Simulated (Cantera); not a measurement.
Thermodynamics of chlorosilane synthesis and conversion, feed Si + Cl2 + H2

A closed system holds: 1 mol Si, a varied amount of Cl2, 1.1 mol H2, equilibrated at 0.220 bar.

Method: chemical equilibrium by Gibbs-energy minimisation in Cantera with the NASA 1993 tables (ideal gas, pure condensed phases). Candidate condensed phases: Si; 19 gas species. The tables' values for SiCl3 are old estimates. The numbers say what is thermodynamically allowed, not how fast it happens.

Q: Map the stable condensed phases over T = 250, 350, 450, 550, 650, 750, 850, 950, 1050, 1150, 1250, 1350, 1450 °C and n(Cl2) in mol = 0.5, 0.63, 0.76, 0.88, 1, 1.1, 1.3, 1.4, 1.5, 1.6, 1.8, 1.9, 2.

A: 
```
T in °C \ n(Cl2) in mol
          0.5 0.63 0.76 0.88    1  1.1  1.3  1.4  1.5  1.6  1.8  1.9    2
   1450     A    A    A    A    A    A    A    B    B    B    B    B    B
   1350     A    A    A    A    A    A    A    B    B    B    B    B    B
   1250     A    A    A    A    A    A    A    A    B    B    B    B    B
   1150     A    A    A    A    A    A    A    A    A    A    B    B    B
   1050     A    A    A    A    A    A    A    A    A    A    A    B    B
    950     A    A    A    A    A    A    A    A    A    A    A    A    B
    850     A    A    A    A    A    A    A    A    A    A    A    A    B
    750     A    A    A    A    A    A    A    A    A    A    A    A    B
    650     A    A    A    A    A    A    A    A    A    A    A    A    B
    550     A    A    A    A    A    A    A    A    A    A    A    A    B
    450     A    A    A    A    A    A    A    A    A    A    A    A    B
    350     A    A    A    A    A    A    A    A    A    A    A    A    B
    250     A    A    A    A    A    A    A    A    A    A    A    B    B
```
A: Si; B: gas only.
